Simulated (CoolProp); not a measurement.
1000 sccm (0 °C, 1 atm) of nitrogen bubbles through liquid ethanol at 317.2 K and leaves saturated at a total pressure of 0.15 MPa (ideal gas phase). Each further row changes one setting.

The numbers come from the reference Helmholtz-energy equation of state, Schroeder 2014 in CoolProp.

| case | vapour pressure (kPa) | mole fraction of vapour | delivery (mg/min) | delivery (sccm) | change of delivery for a bath 1 K warmer (%) |
|---|---|---|---|---|---|
| as stated | 22.0 | 0.146 | … | 172 | … |
| bath temperature 322.2 K | 28.1 | 0.187 | … | … | … |
| total pressure 0.3 MPa | 22.0 | … | 162 | … | 5.5 |

Problem. What belongs in the gaps?

Solution. 
- as stated, delivery (mg/min): 353
- as stated, change of delivery for a bath 1 K warmer (%): 6.0
- bath temperature 322.2 K, delivery (mg/min): 474
- bath temperature 322.2 K, delivery (sccm): 230
- bath temperature 322.2 K, change of delivery for a bath 1 K warmer (%): 6.1
- total pressure 0.3 MPa, mole fraction of vapour: 0.0732
- total pressure 0.3 MPa, delivery (sccm): 79.0
